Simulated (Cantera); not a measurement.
An adiabatic, constant-volume homogeneous reactor starts with CH4 : CO : O2 : N2 : CO2 = 1 : 0.45 : 1.85 : 6.97 : 0.24 (molar parts), equivalence ratio 1.2, at 1325 K and 1.01 bar. Integrator tolerance rtol = 1e-08.

Cantera simulation using GRI-Mech 3.0 (53 species, 325 reactions); the numbers are that mechanism's predictions, not measurements.

Problem. What does this change do: N2 6.97 to 4.9 parts?

Solution. 
```csv
quantity,before,after
time of steepest temperature rise,10.5 ms,8.04 ms
temperature at 8.00 s,2844 K,2955 K
equilibrium temperature,2844 K,2955 K
x(CH4) at 8.00 s,<1e-12 (gas-phase equilibrium <1e-12),<1e-12 (gas-phase equilibrium <1e-12)
x(CO) at 8.00 s,0.0824 (gas-phase equilibrium 0.0824),0.109 (gas-phase equilibrium 0.109)
x(O2) at 8.00 s,0.0109 (gas-phase equilibrium 0.0109),0.0169 (gas-phase equilibrium 0.0169)
x(CH2CO) at 8.00 s,<1e-12 (gas-phase equilibrium <1e-12),<1e-12 (gas-phase equilibrium <1e-12)
x(NO) at 8.00 s,0.00798 (gas-phase equilibrium 0.00798),0.0106 (gas-phase equilibrium 0.0106)
```
